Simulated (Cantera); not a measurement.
An isothermal, constant-pressure homogeneous reactor starts with 16.4 % N₂O, 0.362 % H₂, 75.6 % N₂, 7.56 % H₂O, at 1125 K and 2670 Pa.

Model: GRI-Mech 3.0 (53 species, 325 reactions), integrated in Cantera. GRI-Mech 3.0 was tuned for natural gas; its chemistry of N2O as a main component is partial and can be far from experiment. Radical loss at walls, strong at low pressure, is not modelled. The mechanism lacks the step 2 NO + O2 → 2 NO2, which can matter for NO2 below about 1400 K. The temperature is held fixed by assumption; the heat of reaction is taken as removed at once.

x: mole fraction; the columns are a selection and need not sum to one.

```json
[
 {"t (s)": "5.00e-5", "x N₂O": "0.164", "x H₂": "0.00362", "x HO₂": "<1e-12", "x NO": "4.36e-11", "x H₂O": "0.0756"},
 {"t (s)": "0.000134", "x N₂O": "0.164", "x H₂": "0.00362", "x HO₂": "<1e-12", "x NO": "3.06e-10", "x H₂O": "0.0756"},
 {"t (s)": "0.000360", "x N₂O": "0.164", "x H₂": "0.00362", "x HO₂": "1.80e-11", "x NO": "2.06e-9", "x H₂O": "0.0756"},
 {"t (s)": "0.000965", "x N₂O": "0.164", "x H₂": "0.00362", "x HO₂": "2.97e-10", "x NO": "1.28e-8", "x H₂O": "0.0756"},
 {"t (s)": "0.00259", "x N₂O": "0.164", "x H₂": "0.00362", "x HO₂": "3.97e-9", "x NO": "6.79e-8", "x H₂O": "0.0756"},
 {"t (s)": "0.00695", "x N₂O": "0.164", "x H₂": "0.00361", "x HO₂": "3.77e-8", "x NO": "3.31e-7", "x H₂O": "0.0756"},
 {"t (s)": "0.0186", "x N₂O": "0.164", "x H₂": "0.00354", "x HO₂": "2.09e-7", "x NO": "1.85e-6", "x H₂O": "0.0757"},
 {"t (s)": "0.0500", "x N₂O": "0.164", "x H₂": "?", "x HO₂": "?", "x NO": "?", "x H₂O": "0.0760"},
 {"t (s)": "0.134", "x N₂O": "0.163", "x H₂": "0.00228", "x HO₂": "4.41e-7", "x NO": "3.54e-5", "x H₂O": "0.0770"},
 {"t (s)": "0.360", "x N₂O": "0.161", "x H₂": "0.000656", "x HO₂": "5.67e-7", "x NO": "7.68e-5", "x H₂O": "0.0786"},
 {"t (s)": "0.965", "x N₂O": "0.160", "x H₂": "1.64e-5", "x HO₂": "6.78e-7", "x NO": "0.000110", "x H₂O": "0.0792"},
 {"t (s)": "2.59", "x N₂O": "0.159", "x H₂": "2.00e-7", "x HO₂": "7.11e-7", "x NO": "0.000168", "x H₂O": "0.0792"},
 {"t (s)": "6.95", "x N₂O": "0.155", "x H₂": "?", "x HO₂": "?", "x NO": "?", "x H₂O": "0.0790"},
 {"t (s)": "18.6", "x N₂O": "0.145", "x H₂": "1.30e-7", "x HO₂": "3.39e-7", "x NO": "0.000825", "x H₂O": "0.0787"},
 {"t (s)": "50.0", "x N₂O": "0.123", "x H₂": "1.19e-7", "x HO₂": "1.61e-7", "x NO": "0.00197", "x H₂O": "0.0779"}
]
```

**Question.** Fill in the missing entries.

**Answer.** 
- 0.0500, x H₂: 0.00323
- 0.0500, x HO₂: 3.97e-7
- 0.0500, x NO: 1.04e-5
- 6.95, x H₂: 1.58e-7
- 6.95, x HO₂: 5.49e-7
- 6.95, x NO: 0.000348
